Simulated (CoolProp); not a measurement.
Vapour-liquid equilibrium of benzene (1) + dimethyl carbonate (2) at 388.7 K; x and y are mole fractions of (1).

The numbers come from the multi-fluid Helmholtz-energy mixture model, Thol 2012 and Zhou 2011; pair parameters Bell 2016 in CoolProp.

```
x      bubble pressure (MPa)  y at the bubble point  dew pressure at overall composition x (MPa)  liquid density (mol/L)
-----  ---------------------  ---------------------  -------------------------------------------  ----------------------
0.05                  0.2208                  0.077                                          ___                   10.36
0.125                 0.2298                  0.178                                       0.2251                   10.31
0.2                   0.2377                  0.267                                       0.2318                   10.26
0.275                 0.2445                  0.347                                       0.2384                   10.21
0.35                  0.2505                  0.421                                       0.2448                     ___
0.425                 0.2555                  0.489                                       0.2508                   10.12
0.5                   0.2598                  0.554                                       0.2563                   10.08
0.575                 0.2634                  0.618                                       0.2611                   10.05
0.65                     ___                  0.680                                       0.2649                     ___
0.725                 0.2683                  0.743                                       0.2678                   9.981
0.8                   0.2697                  0.808                                       0.2696                   9.951
0.875                 0.2703                    ___                                       0.2703                   9.925
0.95                  0.2700                  0.948                                       0.2700                   9.902
```

### Question
Complete the blanks.

### Answer

- 0.05, dew pressure at overall composition x (MPa): 0.2185
- 0.35, liquid density (mol/L): 10.17
- 0.65, bubble pressure (MPa): 0.2662
- 0.65, liquid density (mol/L): 10.01
- 0.875, y at the bubble point: 0.876

y crosses x between x = 0.875 and 0.95: the model has an azeotrope there.

Pair parameters are fitted to limited data, so mixtures are less certain than the pure fluids.
